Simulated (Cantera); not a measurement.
A perfectly stirred reactor is fed with CH₄ : H₂ : CO₂ = 0.045 : 1 : 0.006 (molar parts), at 0.0109 atm; it is held at 2700 K, and followed from long to short residence time.

Computed with Cantera and GRI-Mech 3.0 (53 species, 325 reactions). GRI-Mech 3.0 stops at C3 and has no aromatics, soot or wall deposition, so with more carbon than oxygen in the feed, carbon stays in small species such as C2H2 where larger ones or solid carbon would form. Radical loss at walls, strong at low pressure, is not modelled.

x: mole fraction; the columns are a selection and need not sum to one.

```csv
τ (s),x CH₄,x H₂,x CO₂,x H,x CH₂,x H₂O
1.4,1.52e-6,0.630,(withheld),0.346,1.27e-5,9.32e-7
0.58,5.03e-6,0.698,(withheld),0.277,2.19e-5,4.14e-6
0.25,2.63e-5,0.787,(withheld),0.187,4.11e-5,2.53e-5
0.11,0.000139,0.857,(withheld),0.116,6.97e-5,0.000159
0.046,0.000521,0.894,(withheld),0.0772,0.000105,0.000721
0.019,0.00142,0.912,(withheld),0.0577,0.000146,0.00195
0.0083,0.00312,0.921,(withheld),0.0465,0.000192,0.00325
0.0036,0.00633,0.926,(withheld),0.0382,0.000240,0.00397
0.0015,0.0121,0.929,(withheld),0.0311,0.000275,0.00375
```

Question: Fill in the missing entries.

Answer: 
- 1.4, x CO₂: 1.46e-7
- 0.58, x CO₂: 4.58e-7
- 0.25, x CO₂: 1.68e-6
- 0.11, x CO₂: 6.49e-6
- 0.046, x CO₂: 2.38e-5
- 0.019, x CO₂: 7.61e-5
- 0.0083, x CO₂: 0.000209
- 0.0036, x CO₂: 0.000544
- 0.0015, x CO₂: 0.00135
